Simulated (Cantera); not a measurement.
A closed system holds: 1 mol Si, 2.2 mol CO₂, 33 mol H₂, at 1548 K and 0.370 bar.

These are equilibrium values from Cantera (NASA tables, ideal gas, pure condensed phases), not measurements of a reactor. Candidate condensed phases: C, C₆H₆, C₇H₈, C₈H₁₈, H₂O, Si, SiC, SiO₂; 123 gas species. The tables hold silica as quartz up to 1696 K and as liquid above; real silica turns to tridymite and cristobalite and melts near 1996 K. Kinetics and transport are ignored.

Base state: H₂ 0.932, CO 0.0624, H₂O 0.00555, CO₂ 0.000133, H 4.89e-5 (mole fractions); condensed: SiO₂(β-quartz).

Question: What changes in the equilibrium state with this change: Si replaced by SiC?

Answer: 
```csv
species,before,after
H₂,0.932,0.918
CO,0.0624,0.0814
CH₄,3.13e-6,0.000473
H₂O,0.00555,4.59e-5
SiO,2.98e-6,0.000355
CO₂,0.000133,1.46e-6
H,4.89e-5,4.85e-5
"SiO₂(β-quartz), mol",1.000,0.730
"SiC(s), mol",0,0.257
```
Mutual solubility and eutectic melting of coexisting phases are not modelled.
